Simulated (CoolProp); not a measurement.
A simple Rankine cycle with water: condensing at 333.15 K, boiler at 2.18 MPa, turbine inlet 505 K, turbine efficiency 0.85, pump efficiency 0.7, no recuperator. Each further row changes one setting.

The numbers come from the reference Helmholtz-energy equation of state, Wagner 2002 in CoolProp.

```csv
case,thermal efficiency (%),net work (kJ/kg),heat in (kJ/kg),turbine exit temperature (K),volume ratio over the turbine
as stated,24.1,626,2590,333.1,[?]
turbine inlet 525 K,24.3,[?],[?],333.1,[?]
condensing temperature 325.15 K,25.3,664,2620,325.2,94.0
boiler pressure 1.53 MPa,[?],594,2630,333.1,[?]
turbine efficiency 0.75,21.3,[?],2590,333.1,69.0
```

**Question.** Some entries are withheld; supply them.

**Answer.** 
- as stated, volume ratio over the turbine: 66.5
- turbine inlet 525 K, net work (kJ/kg): 642
- turbine inlet 525 K, heat in (kJ/kg): 2650
- turbine inlet 525 K, volume ratio over the turbine: 63.9
- boiler pressure 1.53 MPa, thermal efficiency (%): 22.6
- boiler pressure 1.53 MPa, volume ratio over the turbine: 46.5
- turbine efficiency 0.75, net work (kJ/kg): 552

The expansion ends wet for: as stated; turbine inlet 525 K; condensing temperature 325.15 K; boiler pressure 1.53 MPa; turbine efficiency 0.75.
